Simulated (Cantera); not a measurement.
Charge: 1 mol Cr, 1.9 mol H2O, 35 mol N2, 4.6 mol O2, equilibrated at 10.0 mbar.

Method: chemical equilibrium by Gibbs-energy minimisation in Cantera with the NASA 1993 tables (ideal gas, pure condensed phases). Candidate condensed phases: Cr, CrN, Cr2N, Cr2O3, H2O; 29 gas species. Equilibrium is a limit: real reactors are often held back by kinetics, nucleation or transport.

Q: What share of the Cr ends up in condensed phases as a function of T (K), at 1773, 1823, 1873, 1923, 1973, 2023, 2073, 2123, 2173, 2223, 2273, 2323, 2373, 2423?

A: 
```json
[
 {"T (K)": "1773", "Cr condensed (%)": "99.9", "as": "Cr2O3(s)"},
 {"T (K)": "1823", "Cr condensed (%)": "99.8", "as": "Cr2O3(s)"},
 {"T (K)": "1873", "Cr condensed (%)": "99.6", "as": "Cr2O3(s)"},
 {"T (K)": "1923", "Cr condensed (%)": "99.2", "as": "Cr2O3(s)"},
 {"T (K)": "1973", "Cr condensed (%)": "98.4", "as": "Cr2O3(s)"},
 {"T (K)": "2023", "Cr condensed (%)": "96.9", "as": "Cr2O3(s)"},
 {"T (K)": "2073", "Cr condensed (%)": "93.9", "as": "Cr2O3(s)"},
 {"T (K)": "2123", "Cr condensed (%)": "88.5", "as": "Cr2O3(s)"},
 {"T (K)": "2173", "Cr condensed (%)": "78.8", "as": "Cr2O3(s)"},
 {"T (K)": "2223", "Cr condensed (%)": "61.3", "as": "Cr2O3(s)"},
 {"T (K)": "2273", "Cr condensed (%)": "30.3", "as": "Cr2O3(s)"},
 {"T (K)": "2323", "Cr condensed (%)": "0.0", "as": "-"},
 {"T (K)": "2373", "Cr condensed (%)": "0.0", "as": "-"},
 {"T (K)": "2423", "Cr condensed (%)": "0.0", "as": "-"}
]
```
